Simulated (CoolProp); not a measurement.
Nitrous oxide along the isobar 2330 kPa: density (kg/m³) from the reference equation and from simpler models built on Tc = 309.5 K, pc = 7245 kPa, ω = 0.161; each cubic takes its own stable root.

The numbers come from the reference Helmholtz-energy equation of state, Lemmon 2006 in CoolProp. It is a short technical equation, of lower accuracy than the large ones.

| T (K) | phase | reference |
|---|---|---|
| 192.4 | liquid | 1211 |
| 234 | liquid | 1076 |
| 275.6 | gas | 55.14 |
| 317.3 | gas | 43.69 |
| 358.9 | gas | 36.99 |
| 400.6 | gas | 32.33 |
| 442.2 | gas | 28.83 |
| 483.8 | gas | 26.08 |

Task: How far does each simpler model (van der Waals, Redlich-Kwong, Soave-Redlich-Kwong, Peng-Robinson) lie from the reference over these 8 states: mean and median of the absolute difference, and the worst?

Result: 
- van der Waals: mean 10.4 %, median 1.1 %, worst -37.5 % at 234 K and 2330 kPa
- Redlich-Kwong: mean 2.7 %, median 0.4 %, worst -10.2 % at 234 K and 2330 kPa
- Soave-Redlich-Kwong: mean 2.1 %, median 0.3 %, worst -7.9 % at 234 K and 2330 kPa
- Peng-Robinson: mean 1.7 %, median 0.8 %, worst +5.1 % at 192.4 K and 2330 kPa
